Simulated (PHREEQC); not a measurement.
A column of 0.5 m (40 cells, dispersivity 0.025 m, 60 s a shift, diffusion coefficient 3e-10 m²/s) holds 0.24 eq of the database's cation exchanger X per kg of pore water, first in equilibrium with 0.0011 mol NH4Cl and 1e-05 mol HCl per kg of water. It is flushed with 53 mmol/kgw SrCl2, 1 mmol/kgw NaCl and 0.01 mmol/kgw HCl, at 25 °C. Values are for the last cell. No CO2 enters from the air. Precipitation was switched off in this run.

Base run: PHREEQC, ion-association model, phreeqc.dat. Each further column changes one thing. The table gives NH4 in solution (mol/kgw).

```tsv
pore volumes	base	exchange capacity from 0.24 to 0.12 eq/kgw	dispersivity from 0.025 to 0.05 m
0	0.00110	0.00110	0.00110
0.6875	0.0164	0.0164	0.0273
1.137	0.0767	0.0764	0.0745
1.812	0.104	0.0767	?
2.263	0.104	0.0323	0.0944
2.938	0.0683	0.00644	?
3.612	0.0253	0.00115	0.0293
4.062	0.0119	0.000353	0.0179
4.737	0.00365	5.89e-5	0.00840
5.188	0.00164	1.76e-5	0.00505
5.862	0.000484	?	0.00235
6.312	0.000214	?	0.00141
6.987	6.22e-5	1.36e-7	0.000656
```

### Question
Some entries are withheld; supply them.

### Answer

- 1.812, dispersivity from 0.025 to 0.05 m: 0.100
- 2.938, dispersivity from 0.025 to 0.05 m: 0.0583
- 5.862, exchange capacity from 0.24 to 0.12 eq/kgw: 2.86e-6
- 6.312, exchange capacity from 0.24 to 0.12 eq/kgw: 8.47e-7
